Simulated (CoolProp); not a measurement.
Saturation properties of decamethyltetrasiloxane (MD2M) (Tc = 326.2 °C, pc = 11.44 bar, ω = 0.635).

Computed with CoolProp (reference Helmholtz-energy equation of state, Thol 2017).

| T (°C) | p (bar) | liquid density (kg/m³) | vapour density (kg/m³) | liquid cp (kJ/(kg K)) | surface tension (mN/m) |
|---|---|---|---|---|---|
| 77.95 | 0.01602 | 795.7 | 0.1709 | 1.853 | 13.2 |
| 90.65 | 0.03003 | 782.8 | 0.3099 | 1.883 | 12.2 |
| 103.45 | 0.05346 | 769.6 | 0.5344 | 1.912 | 11.3 |
| 116.15 | 0.09014 | 756.4 | 0.8751 | 1.941 | 10.4 |
| 128.85 | 0.1455 | 742.9 | 1.375 | 1.970 | 9.52 |
| 141.55 | 0.2258 | 729.1 | 2.083 | 1.998 | 8.67 |
| 154.25 | 0.3387 | 714.9 | 3.059 | 2.026 | 7.84 |
| 166.95 | 0.4926 | 700.4 | 4.368 | 2.053 | 7.04 |

It boils at 194.4 °C under 1 atm.

Surface tension comes from a separate correlation (Mulero 2014), older than this fluid's equation and unchecked against measurements.
